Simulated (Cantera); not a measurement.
Standard-state values (1 bar) from the NASA 1993 polynomials, evaluated with Cantera. Values are per mole of reaction as written; species without (g) are pure solids or liquids, kept so even where they would boil at 1 bar.

2 Si + O2(g) → 2 SiO(g)

```
T (K)  ΔH° (kJ)  ΔS° (J/K)  ΔG° (kJ)  log10 K
-----  --------  ---------  --------  -------
473      -202.9      175.0    -285.7    31.55
623           ?          ?         ?        ?
773           ?          ?         ?        ?
923      -209.6      165.2    -362.0    20.49
1073          ?          ?         ?        ?
1223     -214.7      160.4    -410.9    17.55
```

Question: Complete the blanks.

Answer: 
- 623, ΔH° (kJ): -205.0
- 623, ΔS° (J/K): 171.2
- 623, ΔG° (kJ): -311.6
- 623, log10 K: 26.13
- 773, ΔH° (kJ): -207.2
- 773, ΔS° (J/K): 168.0
- 773, ΔG° (kJ): -337.1
- 773, log10 K: 22.78
- 1073, ΔH° (kJ): -212.1
- 1073, ΔS° (J/K): 162.7
- 1073, ΔG° (kJ): -386.6
- 1073, log10 K: 18.82
